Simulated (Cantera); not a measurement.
A freely propagating, adiabatic, planar premixed flame of 11.2 % CH4, 18.7 % O2, 70.1 % N2, unburnt at 550 K and 4950 Torr; mixture-averaged transport, grid criteria slope 0.08 and curve 0.16, no radiation.

Computed with Cantera and GRI-Mech 3.0 (53 species, 325 reactions). Burning velocities carry a grid error of a few per cent, more on coarse grids.

Question: Predict: laminar burning velocity; thermal thickness; peak x(H2); peak x(OH); peak x(C2H); peak x(C2H2).

Answer: 
```
Item                          Value
------------------------  ---------
laminar burning velocity  47.0 cm/s
thermal thickness         0.0985 mm
peak x(H2)                   0.0291
peak x(OH)                  0.00397
peak x(C2H)                 1.34e-6
peak x(C2H2)               0.000785
```
